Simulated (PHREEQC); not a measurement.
Consider water at 25 °C with 0.057 mol/kgw Ca(NO3)2 and 0.0021 mol/kgw HF. Closed to the air; pH follows from the charge balance.

Computed with PHREEQC (ion-association model, phreeqc.dat).

This is a speciation only: nothing precipitates in the calculation.

Q: Predict the pH, density.

A: pH 3.06; density 1.004 g/cm³.

Q: In which forms is F present?

A: F- 52 %, HF 48 % of the F.

The solution is supersaturated, for example in Fluorite, so a real one may precipitate; this is no full list.
